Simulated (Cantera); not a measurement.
# Equilibrium for silicon etching in halogen gases: Si + Cl2 + H2

A closed system holds: 1 mol Si, 0.86 mol Cl2, 3.2 mol H2, at 33000 Pa.

Cantera equilibrium calculation (NASA polynomials, part measured and part estimated; ideal gas, pure solids and liquids). Candidate condensed phases: Si; 19 gas species. The tables' values for SiCl3, SiCl are old estimates; treat these amounts as uncertain. Rates play no part.

```csv
T (°C),x H2,x HCl,x SiCl2,x SiCl4,x SiHCl3,x SiCl3,x SiH2Cl2,x H,n Si(s)
302,0.868,2.49e-5,2.73e-10,0.0859,0.0445,1.04e-7,0.00106,<1e-12,0.528
402,0.869,0.000233,4.00e-8,0.0871,0.0426,2.77e-6,0.00129,<1e-12,0.530
502,0.868,0.00121,1.59e-6,0.0880,0.0409,3.14e-5,0.00146,1.61e-12,0.532
602,0.867,0.00427,2.68e-5,0.0882,0.0392,0.000202,0.00159,8.13e-11,0.536
702,0.862,0.0115,0.000248,0.0869,0.0372,0.000873,0.00167,1.85e-9,0.543
802,0.851,0.0254,0.00147,0.0828,0.0345,0.00278,0.00169,2.36e-8,0.553
902,0.834,0.0475,0.00618,0.0737,0.0305,0.00683,0.00162,1.95e-7,0.565
1002,0.807,0.0771,0.0191,0.0578,0.0244,0.0130,0.00143,1.15e-6,0.569
1102,0.775,0.109,0.0439,0.0365,0.0166,0.0187,0.00112,5.25e-6,0.554
1202,0.745,0.133,0.0749,0.0172,0.00912,0.0195,0.000758,1.95e-5,0.524
1302,0.727,0.146,0.0999,0.00631,0.00418,0.0155,0.000457,6.17e-5,0.496
1402,0.719,0.151,0.115,0.00209,0.00179,0.0108,0.000265,0.000171,0.478
```
x: gas mole fraction; n: condensed amount in mol.

From 302 °C to 1402 °C the condensed part is Si(s). The main Si-bearing gas is SiCl4 at 302 °C and SiCl2 at 1402 °C. The share of Si in condensed phases is highest at 1002 °C (56.9 %) and lowest at 1402 °C (47.8 %).
